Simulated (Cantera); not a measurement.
A perfectly stirred reactor is fed with H2 : O2 : N2 = 1.5 : 1 : 1.1 (molar parts), equivalence ratio 0.75, at 90.0 Torr; it is held at 1198 K, and followed from long to short residence time.

Detailed kinetics in Cantera: GRI-Mech 3.0 (53 species, 325 reactions). The temperature is held fixed by assumption; the heat of reaction is taken as removed at once.

x: mole fraction; the columns are a selection and need not sum to one.

```csv
τ (s),x H2,x O2,x NO,x H2O,x OH,x H2O2
25,8.49e-5,0.0877,2.31e-7,0.526,0.000220,3.39e-7
6.9,0.000201,0.0877,1.64e-7,0.526,0.000338,6.15e-7
1.9,___,0.0878,___,0.525,___,___
0.52,___,0.0879,___,0.524,___,___
0.14,0.00263,0.0884,2.61e-7,0.522,0.00126,2.56e-6
0.040,0.00578,0.0895,5.32e-7,0.516,0.00195,3.37e-6
0.011,0.0126,0.0923,1.11e-6,0.503,0.00302,3.89e-6
0.0030,0.0260,0.0987,2.07e-6,0.473,0.00460,3.86e-6
0.00083,0.0487,0.111,2.97e-6,0.415,0.00660,3.34e-6
```

What belongs in the gaps?


- 1.9, x H2: 0.000477
- 1.9, x NO: 1.29e-7
- 1.9, x OH: 0.000520
- 1.9, x H2O2: 1.06e-6
- 0.52, x H2: 0.00112
- 0.52, x NO: 1.48e-7
- 0.52, x OH: 0.000807
- 0.52, x H2O2: 1.72e-6
